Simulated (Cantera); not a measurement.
An isothermal, constant-pressure homogeneous reactor starts with CH₄ : CO₂ : H₂ = 1 : 0.79 : 0.36 (molar parts), at 1375 K and 27.0 bar. Integrator tolerance rtol = 1e-08.

Cantera simulation using GRI-Mech 3.0 (53 species, 325 reactions); the numbers are that mechanism's predictions, not measurements. The pressure lies above the range GRI-Mech 3.0 was tuned for (to about 10 atm).

### Question
What does this change do: H2 0.36 to 1.3 parts?

### Answer
| quantity | before | after |
|---|---|---|
| x(CH₄) at 70.0 s | 0.306 (gas-phase equilibrium 0.0735) | 0.283 (gas-phase equilibrium 0.0670) |
| x(CO₂) at 70.0 s | 0.111 (gas-phase equilibrium 0.00454) | 0.0587 (gas-phase equilibrium 0.00432) |
| x(H₂) at 70.0 s | 0.162 (gas-phase equilibrium 0.494) | 0.283 (gas-phase equilibrium 0.585) |
| x(C₂H) at 70.0 s | 2.92e-12 (gas-phase equilibrium <1e-12) | <1e-12 (gas-phase equilibrium <1e-12) |
| x(HO₂) at 70.0 s | <1e-12 (gas-phase equilibrium <1e-12) | <1e-12 (gas-phase equilibrium <1e-12) |
| x(CH₃) at 70.0 s | 1.00e-5 (gas-phase equilibrium 1.38e-6) | 7.02e-6 (gas-phase equilibrium 1.16e-6) |
| x(CH₂CO) at 70.0 s | 3.40e-6 (gas-phase equilibrium 3.91e-7) | 1.24e-6 (gas-phase equilibrium 2.36e-7) |
